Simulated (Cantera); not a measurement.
**Equilibrium for calcination and drying: CsOH + O₂**

Feed: 1 mol CsOH, 0.029 mol O₂, equilibrated at 1173 K and 2.90 mbar.

These are equilibrium values from Cantera (NASA tables, ideal gas, pure condensed phases), not measurements of a reactor. Candidate condensed phases: Cs, CsOH, H₂O; 15 gas species. Rates play no part.

| Quantity | Result |
|---|---|
| x(CsOH) | 0.966 |
| x(O₂) | 0.0288 |
| x(Cs) | 0.00266 |
| x(H₂O) | 0.00133 |
| x(Cs₂(OH)₂) | 0.000718 |
| x(CsO) | 6.96e-6 |
| x(Cs₂O) | 1.22e-6 |
| gas amount | 1.030 mol |
| log10 activity of CsOH(l) (absent) | -2.19 |
| log10 activity of Cs(l) (absent) | -5.82 |
